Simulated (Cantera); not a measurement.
A freely propagating, adiabatic, planar premixed flame of 30.5 % H₂, 10.9 % O₂, 40.9 % N₂, 17.7 % H₂O, unburnt at 425 K and 5.00 bar; mixture-averaged transport, grid criteria slope 0.08 and curve 0.16, no radiation.

Cantera simulation using the H2/O2 subset of GRI-Mech 3.0, which has no nitrogen chemistry; the numbers are that mechanism's predictions, not measurements. The hydrogen kinetics of GRI-Mech 3.0 are dated; newer H2 mechanisms differ, most at raised pressure. Burning velocities carry a grid error of a few per cent, more on coarse grids.

### Question
Predict: laminar burning velocity; thermal thickness; peak x(H₂O₂); peak x(O); peak x(OH).

### Answer
```
Item                          Value
------------------------  ---------
laminar burning velocity   213 cm/s
thermal thickness         0.0534 mm
peak x(H₂O₂)               0.000210
peak x(O)                   0.00115
peak x(OH)                  0.00483
```
